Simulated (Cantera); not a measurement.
Charge: 1 mol AlN, 13 mol HF, held at 1075 °C and 0.100 bar.

Equilibrium computed with Cantera from the NASA thermochemical tables; the gas is ideal and each condensed phase is pure. Candidate condensed phases: Al, AlF3, AlN; 29 gas species. Equilibrium is a limit: real reactors are often held back by kinetics, nucleation or transport.

Base state: HF 0.770, H2 0.115, AlF3 0.0753, N2 0.0385, Al2F6 0.000817 (mole fractions); condensed: gas only.

Question: What changes in the equilibrium state with this change: temperature from 1075 °C to 1000 °C?

Answer: 
```
species    before    after
-------  --------  -------
HF          0.770    0.771
H2          0.115    0.116
AlF3       0.0753   0.0727
Al2F6    0.000817  0.00218
N2         0.0385   0.0385
```
